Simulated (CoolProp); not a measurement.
A Linde-Hampson liquefier for ethane: isothermal reversible compression at 320 K from 1 atm to 25 MPa, throttling to 1 atm, return gas leaving the recuperator 0 K below the feed. Each further row changes one setting.

Computed with CoolProp (reference Helmholtz-energy equation of state, Bücker 2006).

```json
[
 {"case": "as stated", "liquid yield per pass": "0.467", "compression work (kJ/kg of gas)": "378"},
 {"case": "high pressure 50 MPa", "liquid yield per pass": "0.451", "compression work (kJ/kg of gas)": "436"},
 {"case": "warm-end temperature 350 K", "liquid yield per pass": "0.390", "compression work (kJ/kg of gas)": "443"},
 {"case": "warm-end gap 5 K", "liquid yield per pass": "0.460", "compression work (kJ/kg of gas)": "378"}
]
```
